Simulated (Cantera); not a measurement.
# Ignition delay

Mixture: CH4 : H2 : O2 : N2 = 1 : 0.063 : 2.31 : 8.68 (molar parts), equivalence ratio 0.88, at 1.50 bar, adiabatic and at constant volume. Ignition delay is the time to a rise of 400 K.

Model: GRI-Mech 3.0 (53 species, 325 reactions), integrated in Cantera.

| T0 (K) | delay (ms) |
|---|---|
| 1048 | 85.5 |
| 1123 | 36.1 |
| 1198 | 14.8 |
| 1273 | 6.12 |
| 1348 | 2.63 |
| 1423 | 1.20 |
| 1498 | 0.583 |

```yaml
apparent activation energy between 1348 and 1498 K: 170 kJ/mol
```
